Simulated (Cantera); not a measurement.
# Equilibrium for abatement and gas-phase synthesis: CO2 + SO2 + O2

Charge: 1 mol CO2, 0.017 mol SO2, 0.076 mol O2, held at 2275 K and 0.000290 bar.

Method: chemical equilibrium by Gibbs-energy minimisation in Cantera with the NASA 1993 tables (ideal gas, pure condensed phases). Candidate condensed phases: C, S; 22 gas species. Kinetics and transport are ignored.

| Property | Result |
|---|---|
| x(CO) | 0.390 |
| x(CO2) | 0.294 |
| x(O2) | 0.193 |
| x(O) | 0.111 |
| x(SO2) | 0.00981 |
| x(SO) | 0.00174 |
| x(S) | 8.71e-5 |
| gas amount | 1.460 mol |
| log10 activity of S(l) (absent) | -7.49 |
| log10 activity of C(graphite) (absent) | -8.91 |
